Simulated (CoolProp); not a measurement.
Vapour-liquid equilibrium of toluene (1) + n-dodecane (2) at 251.65 °C; x and y are mole fractions of (1).

Model: multi-fluid Helmholtz-energy mixture model, Lemmon 2006 and Lemmon 2004; pair parameters Bell 2016, in CoolProp.

```
x     bubble pressure (MPa)  y at the bubble point  dew pressure at overall composition x (MPa)  liquid density (mol/L)
----  ---------------------  ---------------------  -------------------------------------------  ----------------------
0.05                 0.2646                  0.191                                       0.2298                   3.374
0.2                  0.4254                  0.546                                       0.2672                   3.673
0.35                 0.6172                  0.728                                       0.3187                   4.018
0.5                  0.8322                  0.833                                       0.3942                   4.421
0.65                  1.068                  0.901                                       0.5168                   4.901
0.8                   1.325                  0.949                                       0.7501                   5.482
0.95                  1.611                  0.988                                        1.329                   6.201
```

No azeotrope shows between x = 0.05 and 0.95.

Pair parameters are fitted to limited data, so mixtures are less certain than the pure fluids.
